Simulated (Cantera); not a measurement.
# Carbon deposition, reforming and gasification: C₂H₄ + H₂O

A closed system holds: 1 mol C₂H₄, 3.7 mol H₂O, at 2650 °C.

Cantera equilibrium calculation (NASA polynomials, part measured and part estimated; ideal gas, pure solids and liquids). Candidate condensed phases: C, C₆H₆, C₇H₈, C₈H₁₈, H₂O; 110 gas species. The ideal-gas law is rough above about 30 bar. Kinetics and transport are ignored.

From 10.0 Pa to 100 bar nothing is condensed. The main C-bearing gas is CO throughout.

```csv
P (Pa),x H,x H₂,x CO,x H₂O,x O,x OH,x CO₂,x O₂
10,0.750,0.00367,0.133,1.38e-5,0.112,0.000883,6.92e-5,0.000168
160,0.691,0.0498,0.141,0.00270,0.101,0.0117,0.00105,0.00217
2500,0.397,0.257,0.186,0.0762,0.0352,0.0368,0.00760,0.00415
40000,0.130,0.439,0.228,0.172,0.00291,0.0159,0.0123,0.000453
630000,0.0352,0.507,0.241,0.199,0.000185,0.00431,0.0131,2.88e-5
10000000,0.00899,0.526,0.245,0.205,1.16e-5,0.00110,0.0132,1.80e-6
```
x: gas mole fraction; nothing condenses.
